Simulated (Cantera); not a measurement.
## Equilibrium for boron, boron nitride and boron oxide: B2H6 + H2O + H2

Input: 1 mol B2H6, 0.19 mol H2O, 120 mol H2, at 0.0100 bar.

These are equilibrium values from Cantera (NASA tables, ideal gas, pure condensed phases), not measurements of a reactor. Candidate condensed phases: B, B2O3, B3O3H3, H2O; 23 gas species. The feed counts by its element totals alone. The tables' values for BH2 are old estimates; treat these amounts as uncertain. Kinetics and transport are ignored.

From 1175 °C to 2000 °C the condensed part is B(s). The share of B in condensed phases is highest at 1175 °C (90.5 %) and lowest at 2000 °C (74.4 %).

```
T (°C)   x H2       x H     x BH2     x HBO      x BO       x B      x BH  n B(s)
------  -----  --------  --------  --------  --------  --------  --------  ------
1175    0.998   9.21e-5   5.65e-6   0.00149   3.88e-6  3.89e-11  1.45e-10    1.81
1250    0.998  0.000231   1.25e-5   0.00150   8.74e-6  3.80e-10  8.65e-10    1.81
1325    0.998  0.000532   2.55e-5   0.00149   1.81e-5   2.99e-9   4.34e-9    1.81
1400    0.997   0.00114   4.89e-5   0.00148   3.49e-5   1.96e-8   1.88e-8    1.80
1475    0.996   0.00228   8.85e-5   0.00146   6.30e-5   1.09e-7   7.17e-8    1.80
1550    0.994   0.00432  0.000152   0.00141  0.000107   5.24e-7   2.44e-7    1.79
1625    0.990   0.00778  0.000250   0.00135  0.000170   2.22e-6   7.53e-7    1.78
1700    0.985    0.0134  0.000394   0.00126  0.000256   8.45e-6   2.12e-6    1.76
1775    0.976    0.0221  0.000598   0.00115  0.000361   2.91e-5   5.54e-6    1.73
1850    0.962    0.0352  0.000875   0.00102  0.000482   9.15e-5   1.34e-5    1.69
1925    0.943    0.0541   0.00124  0.000872  0.000609  0.000266   3.05e-5    1.61
2000    0.916    0.0804   0.00169  0.000726  0.000730  0.000720   6.52e-5    1.49
```
x: gas mole fraction; n: condensed amount in mol.
